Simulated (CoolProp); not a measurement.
Vapour-liquid equilibrium of CHF3 (R23) (1) + R125 (2) at 6.99 bar; x and y are mole fractions of (1).

The numbers come from the multi-fluid Helmholtz-energy mixture model, Penoncello 2003 and Lemmon 2005; pair parameters Bell 2016 in CoolProp.

| x | bubble temperature, mixture model (K) | bubble temperature, Raoult's law (K) | y, mixture model | y, Raoult's law |
|---|---|---|---|---|
| 0.05 | 271.2 | 270.4 | 0.128 | 0.166 |
| 0.2 | 262.0 | 260.4 | 0.432 | 0.498 |
| 0.35 | 254.2 | 252.8 | 0.638 | 0.691 |
| 0.5 | 247.7 | 246.7 | 0.775 | 0.812 |
| 0.65 | 242.4 | 241.7 | 0.868 | 0.892 |
| 0.8 | 237.9 | 237.5 | 0.935 | 0.948 |
| 0.95 | 234.0 | 233.9 | 0.986 | 0.989 |

The largest gap from Raoult's law is +1.6 K in bubble temperature, at x = 0.2. No azeotrope shows between x = 0.05 and 0.95.

Pair parameters are fitted to limited data, so mixtures are less certain than the pure fluids.
